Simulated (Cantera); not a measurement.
**V + H₂O + N₂ + NH₃ (tantalum, niobium, vanadium and zirconium in process gases)**

Feed: 1 mol V, 0.11 mol H₂O, 33 mol N₂, 1.4 mol NH₃, equilibrated at 1050 K and 1.10 Pa.

Method: chemical equilibrium by Gibbs-energy minimisation in Cantera with the NASA 1993 tables (ideal gas, pure condensed phases). Candidate condensed phases: H₂O, V, VN, VO, V₂O₃, V₂O₄, V₂O₅; 28 gas species. Mutual solubility and eutectic melting of coexisting phases are not modelled. VN: taken at fixed stoichiometry. Condensed phases not in the tables: the oxides between V₂O₃ and V₂O₅ other than VO₂, V₂N. The numbers say what is thermodynamically allowed, not how fast it happens.

The x(N₂) is 0.938, the x(H₂) comes out as 0.0623 and the x(H₂O) is 1.11e-5. The n(VN(s)) comes out as 0.927 mol, the n(V₂O₃(s)) comes out as 0.0365 mol and the gas amount is 35.45 mol. The log10 activity of V(s) (absent) comes out as -3.83 and the log10 activity of V₂O₅(l) (absent) comes out as -18.39.
